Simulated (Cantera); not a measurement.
## Sublimation and decomposition of ceramics: MgO + H₂

Feed: 1 mol MgO, 0.2 mol H₂, held at 2152 °C.

Cantera equilibrium calculation (NASA polynomials, part measured and part estimated; ideal gas, pure solids and liquids). Candidate condensed phases: H₂O, Mg, MgO, Mg(OH)₂; 15 gas species. The tables' values for MgH are old estimates; treat these amounts as uncertain. The numbers say what is thermodynamically allowed, not how fast it happens.

```csv
P (Pa),log p H₂,log p Mg,log p O,log p H₂O,log p H,log p O₂,log p OH,n MgO(s)
1,-8.07,-5.37,-5.41,-9.09,-5.78,-6.81,-7.52,0
16,-5.85,-4.12,-4.41,-5.86,-4.67,-4.80,-5.41,0
250,-3.56,-3.00,-4.05,-3.22,-3.53,-4.08,-3.90,0.814
4000,-1.64,-2.15,-4.91,-2.15,-2.57,-5.80,-3.80,0.953
63000,-0.26,-1.46,-5.59,-1.46,-1.88,-7.17,-3.80,0.988
1000000,0.98,-0.85,-6.20,-0.82,-1.26,-8.39,-3.79,0.997
```
log p: log10 of the partial pressure in bar; n: condensed amount in mol.

From 1.00 Pa to 16.0 Pa nothing is condensed. From 2.50 mbar to 10.0 bar the condensed part is MgO(s). The main Mg-bearing gas is Mg throughout.
